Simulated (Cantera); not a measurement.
Mixture: CH4 : O2 : N2 = 1 : 1.05 : 4.74 (molar parts), at 3750 Torr, adiabatic and at constant pressure. Ignition delay is the time to a rise of 400 K.

Model: GRI-Mech 3.0 (53 species, 325 reactions), integrated in Cantera.

Q: What does this change do: pressure from 3750 Torr to 760 Torr?

A: 
```
quantity                                                before       after
--------------------------------------------------  ----------  ----------
delay at 1223 K                                        12.5 ms     55.4 ms
delay at 1373 K                                        2.11 ms     7.78 ms
delay at 1523 K                                       0.424 ms     1.41 ms
delay at 1673 K                                       0.102 ms    0.348 ms
apparent activation energy between 1598 and 1748 K  200 kJ/mol  190 kJ/mol
```

Q: What does this change do: pressure from 3750 Torr to 405 Torr?

A: 
```tsv
quantity	before	after
delay at 1223 K	12.5 ms	92.3 ms
delay at 1373 K	2.11 ms	12.3 ms
delay at 1523 K	0.424 ms	2.23 ms
delay at 1673 K	0.102 ms	0.580 ms
apparent activation energy between 1598 and 1748 K	200 kJ/mol	180 kJ/mol
```

Q: What does this change do: CH4 1 to 0.36 parts?

A: 
```csv
quantity,before,after
delay at 1223 K,12.5 ms,7.30 ms
delay at 1373 K,2.11 ms,1.25 ms
delay at 1523 K,0.424 ms,0.272 ms
delay at 1673 K,0.102 ms,74.8 µs
apparent activation energy between 1598 and 1748 K,200 kJ/mol,180 kJ/mol
```
